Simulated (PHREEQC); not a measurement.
Make-up at 25 °C: 0.16 mol CsCl, 0.0027 mol H2SeO4 and 0.007 mol Ca(OH)2 per kg of water. Closed to the air; pH follows from the charge balance.

All values are PHREEQC results (ion-association model, wateq4f.dat), not measurements.

This is a speciation only: nothing precipitates in the calculation.

**Question.** Estimate the pH.

**Answer.** pH 11.78.

**Question.** In which forms is Ca present?

**Answer.** Ca+2 96 %, CaOH+ 4.1 % of the Ca.
